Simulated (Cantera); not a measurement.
A closed system holds: 1 mol CS2, a varied amount of O2, 3.6 mol H2, equilibrated at 2075 K and 1.40 bar.

Method: chemical equilibrium by Gibbs-energy minimisation in Cantera with the NASA 1993 tables (ideal gas, pure condensed phases). Candidate condensed phases: C, C6H6, C7H8, C8H18, H2O, H2SO4, S; 123 gas species. Equilibrium is a limit: real reactors are often held back by kinetics, nucleation or transport.

Question: At 0.41 mol O2, list the 4 most abundant gas species with their mole fractions, and the condensed phases.

Answer: H2 0.582, CO 0.158, H2S 0.104, S2 0.0972. Condensed: gas only.
